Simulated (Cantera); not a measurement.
An adiabatic, constant-pressure homogeneous reactor starts with 7.85 % CH4, 3.53 % CO, 8.33 % O2, 80.1 % N2, 0.165 % H2O, equivalence ratio 2.1, at 1525 K and 550000 Pa.

Detailed kinetics in Cantera: GRI-Mech 3.0 (53 species, 325 reactions).

x: mole fraction; the columns are a selection and need not sum to one.

```tsv
t (s)	T (K)	x CH4	x CO	x O2	x NO2	x OH	x HO2
2.00e-6	1525	0.0785	0.0353	0.0833	<1e-12	___	3.56e-7
7.02e-6	1525	0.0785	0.0353	0.0833	<1e-12	___	9.04e-7
2.46e-5	1525	0.0785	0.0353	0.0832	<1e-12	___	1.34e-6
8.65e-5	1525	0.0783	0.0353	0.0832	<1e-12	___	1.87e-6
0.000304	1530	0.0770	0.0354	0.0824	<1e-12	___	5.65e-6
0.00107	2156	0.00179	0.0791	1.45e-5	1.93e-11	___	4.18e-9
0.00374	2142	0.000278	0.0893	8.37e-8	7.19e-11	5.36e-5	9.79e-11
0.0131	2140	6.81e-8	0.0907	8.07e-8	9.95e-11	5.21e-5	9.36e-11
0.0461	2140	3.90e-10	0.0907	8.12e-8	4.11e-11	5.22e-5	9.41e-11
0.162	2140	3.72e-10	0.0907	8.13e-8	1.69e-11	5.23e-5	9.42e-11
0.568	2140	3.70e-10	0.0907	8.13e-8	1.35e-11	5.23e-5	9.42e-11
1.99	2140	3.70e-10	0.0907	8.13e-8	1.35e-11	5.23e-5	9.42e-11
7.00	2140	3.70e-10	0.0907	8.13e-8	1.35e-11	5.23e-5	9.42e-11
```

**Question.** What belongs in the gaps?

**Answer.** 
- 2.00e-6, x OH: 1.19e-8
- 7.02e-6, x OH: 2.39e-8
- 2.46e-5, x OH: 5.53e-8
- 8.65e-5, x OH: 1.40e-7
- 0.000304, x OH: 3.62e-7
- 0.00107, x OH: 7.82e-5
